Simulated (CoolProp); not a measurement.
Properties of ethanol along the isotherm 17.15 °C.

Values from CoolProp's reference Helmholtz-energy equation of state, Schroeder 2014.

```tsv
p (MPa)	phase	cp (kJ/(kg K))	Joule-Thomson coefficient (K/MPa)	viscosity (µPa s)	Prandtl number
1.96	liquid	2.373	-0.3671	1280	18.3
3.92	liquid	2.370	-0.3687	1290	18.4
5.88	liquid	2.368	-0.3703	1310	18.4
7.83	liquid	2.366	-0.3717	1320	18.5
9.79	liquid	2.365	-0.3731	1340	18.6
11.8	liquid	2.363	-0.3745	1350	18.7
13.7	liquid	2.361	-0.3757	1370	18.8
15.7	liquid	2.359	-0.3769	1380	18.8
```

Viscosity comes from a separate model (Kiselev 2005). Thermal conductivity comes from a separate model (Assael 2013).
